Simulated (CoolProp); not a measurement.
Acetone along the isotherm 550 K: fugacity coefficient from the reference equation and from simpler models built on Tc = 508.1 K, pc = 4.692 MPa, ω = 0.307; each cubic takes its own stable root.

The numbers come from the reference Helmholtz-energy equation of state, Lemmon 2006 in CoolProp. It is a short technical equation, of lower accuracy than the large ones.

```tsv
p (MPa)	phase	reference
1.8	gas	0.8896
3.61	gas	0.7863
5.41	supercritical	0.6901
7.22	supercritical	0.5982
9.02	supercritical	0.5175
10.8	supercritical	0.4585
12.6	supercritical	0.4149
14.4	supercritical	0.3821
16.2	supercritical	0.3566
18	supercritical	0.3365
19.9	supercritical	0.3196
21.7	supercritical	0.3066
23.5	supercritical	0.2959
```

Q: How far does each simpler model (van der Waals, Redlich-Kwong, Soave-Redlich-Kwong, Peng-Robinson) lie from the reference over these 13 states: mean and median of the absolute difference, and the worst?

A: 
- van der Waals: mean 12.3 %, median 10.4 %, worst +28.0 % at 550 K and 23.5 MPa
- Redlich-Kwong: mean 7.2 %, median 6.8 %, worst +15.1 % at 550 K and 23.5 MPa
- Soave-Redlich-Kwong: mean 13.0 %, median 13.5 %, worst +23.8 % at 550 K and 23.5 MPa
- Peng-Robinson: mean 6.0 %, median 6.5 %, worst +12.2 % at 550 K and 23.5 MPa
